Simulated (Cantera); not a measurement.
Input (Python, Cantera) and output of one run.

```python
import numpy as np
import cantera as ct

gas_names = """
    C CO CO2 C2 C2O C3 C3O2 C4 C5 O O2 O3 Si SiC SiC2 SiO SiO2 Si2 Si2C Si3
""".split()
cond_names = """
    C(gr) Si(cr) Si(L) SiC(b) SiO2(Lqz) SiO2(hqz) SiO2(L)
""".split()


# ... load() reads the species with a 1 bar reference pressure and builds the phases ...
atoms = {
    'Si': {'Si': 1},
    'CO2': {'C': 1, 'O': 2},
    'CO': {'C': 1, 'O': 1},
}
top_T = {'C(gr)': 4500, 'SiC(b)': 3050}  # K; cautious upper limits of use, not melting points


# ... equilibrate(T, P, feed) seeds the gas with the atoms and calls Mixture.equilibrate('TP', solver="vcs", rtol=1e-11, max_steps=5000) ...
results = []
feed = {'Si': 1, 'CO2': 7.3, 'CO': 5.2}  # mol
P = 101325  # Pa
for T in [750, 825, 900, 975, 1050, 1125, 1200, 1275, 1350, 1425, 1500, 1575, 1650, 1725]:
    mix = equilibrate(T, P, feed)
    results.append((T, P, feed, dict(zip(mix.species_names, mix.species_moles))))

top = {s: max(r[3][s] / sum(r[3][g] for g in gas_names) for r in results) for s in gas_names}
cols = sorted((s for s in top if top[s] > 1e-06), key=lambda s: -top[s])[:5]
seen = [c for c in cond_names if any(r[3].get(c, 0) > 1e-12 for r in results)]
print("log10 of partial pressures in bar; condensed amounts in mol")
print(f"{'T/K':>10s}" + "".join(f"{s[:9]:>10s}" for s in cols + seen))
for T, P, feed, n in results:
    ng = sum(n[g] for g in gas_names)
    print(f"{T:10.4g}" + "".join(f"{np.log10(max(n[s] / ng * P / 1e5, 1e-99)):10.3f}" for s in cols)
          + "".join(f"{n.get(c, 0):10.4g}" for c in seen))
```

Output:

```
log10 of partial pressures in bar; condensed amounts in mol
       T/K       CO2        CO     C(gr) SiO2(Lqz) SiO2(hqz)   SiO2(L)
       750    -0.013    -1.379     3.413         1         0         0
       825    -0.059    -0.856     2.943         1         0         0
       900    -0.176    -0.461     1.769         0         1         0
       975    -0.367    -0.234         0         0         1         0
      1050    -0.367    -0.234         0         0         1         0
      1125    -0.367    -0.234         0         0         1         0
      1200    -0.367    -0.234         0         0         1         0
      1275    -0.367    -0.234         0         0         1         0
      1350    -0.367    -0.234         0         0         1         0
      1425    -0.367    -0.234         0         0         1         0
      1500    -0.367    -0.234         0         0         1         0
      1575    -0.367    -0.234         0         0         1         0
      1650    -0.367    -0.234         0         0         1         0
      1725    -0.367    -0.234         0         0         0         1
```

Cantera equilibrium calculation (NASA polynomials, part measured and part estimated; ideal gas, pure solids and liquids). The tables hold silica as quartz up to 1696 K and as liquid above; real silica turns to tridymite and cristobalite and melts near 1996 K.
